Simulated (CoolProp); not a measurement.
Saturated liquid density (kg/m³) of dimethyl carbonate: the reference equation beside estimates from Tc = 283.9 °C, pc = 4.909 MPa, ω = 0.346. Rackett uses Z = 0.29056 − 0.08775 ω.

Model: reference Helmholtz-energy equation of state, Zhou 2011, in CoolProp.

```
T (°C)  reference  Rackett  van der Waals  Soave-Redlich-Kwong  Peng-Robinson
------  ---------  -------  -------------  -------------------  -------------
11.15        1081     1100          622.3                953.5           1072
36.45        1048     1067          605.7                929.9           1047
61.85        1014     1033          588.0                903.4           1019
87.15       978.2    997.4          569.0                873.9            ___
112.45      941.4    959.7            ___                840.8            ___
137.85      902.5    919.2          526.3                  ___          909.8
163.15      861.0      ___          501.8                  ___          861.9
188.55      815.6    827.3          474.2                709.3          805.1
213.85      764.5    772.4          442.5                649.3          736.7
239.25      702.2    706.0          404.1                574.5          650.0
264.55      612.4    614.2          352.1                472.1            ___
```

### Question
Fill in the missing entries.

### Answer

- 87.15, Peng-Robinson: 987.3
- 112.45, van der Waals: 548.6
- 112.45, Peng-Robinson: 951.3
- 137.85, Soave-Redlich-Kwong: 803.0
- 163.15, Rackett: 875.6
- 163.15, Soave-Redlich-Kwong: 759.8
- 264.55, Peng-Robinson: 529.4

Absolute difference from the reference over all 11 rows, mean and median: Rackett 1.5 and 1.8 %, van der Waals 42.0 and 42.0 %, Soave-Redlich-Kwong 13.4 and 11.8 %, Peng-Robinson 2.7 and 0.9 %.
